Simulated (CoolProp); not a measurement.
Properties of n-hexane at several states.

The numbers come from the reference Helmholtz-energy equation of state, Thol 2019 in CoolProp.

```json
[
 {"T (°C)": "-75.75", "p (bar)": "4.5", "phase": "liquid", "Z": "0.03184", "cp (kJ/(kg K))": "1.985", "isothermal compressibility (1/MPa)": "0.0007274", "Prandtl number": "15.6"},
 {"T (°C)": "110.25", "p (bar)": "18.9", "phase": "liquid", "Z": "0.08908", "cp (kJ/(kg K))": "2.675", "isothermal compressibility (1/MPa)": "0.004223", "Prandtl number": "3.96"},
 {"T (°C)": "143.25", "p (bar)": "81.4", "phase": "liquid", "Z": "0.3657", "cp (kJ/(kg K))": "2.788", "isothermal compressibility (1/MPa)": "0.004765", "Prandtl number": "3.69"},
 {"T (°C)": "95.95", "p (bar)": "1.62", "phase": "gas", "Z": "0.9401", "cp (kJ/(kg K))": "2.046", "isothermal compressibility (1/MPa)": "6.591", "Prandtl number": "0.781"},
 {"T (°C)": "271.15", "p (bar)": "4.1", "phase": "gas", "Z": "0.9622", "cp (kJ/(kg K))": "2.730", "isothermal compressibility (1/MPa)": "2.537", "Prandtl number": "0.760"}
]
```

Viscosity comes from a separate model (Michailidou 2013). Thermal conductivity comes from a separate model (Assael 2013).
